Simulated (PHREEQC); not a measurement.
0.18 g of hydrous ferric oxide (600 m²/g; 0.2 weak and 0.005 strong sites per Fe, Dzombak-Morel constants, diffuse double layer) in 1 kg of water with 0.1 mol/kgw of an inert sodium salt and 0.0015 mmol/kgw Ag2SO4 and 0.021 mmol/kgw CuCl2, at 25 °C; the pH is set by adding NaOH or the inert anion's acid. O2 is buffered at 0.21 atm. No CO2 enters from the air. Nothing may precipitate in this run.

The series has 13 steps of pH, from 4 to 12.

The numbers come from PHREEQC with the ion-association model, wateq4f.dat.

Question: Near which pH is half of the S sorbed, and on which side is more sorbed?

Answer: Near pH 6.0, with more sorbed at lower pH.

Question: Near which pH is half of the Ag sorbed, and on which side is more sorbed?

Answer: Near pH 7.9, with more sorbed at higher pH.

Question: Near which pH is half of the Cu sorbed, and on which side is more sorbed?

Answer: Near pH 5.1, with more sorbed at higher pH.

Complexes and solids missing from the database can't appear. The database's constant for dissolved Cu(OH)2 is higher than later reviews accept.
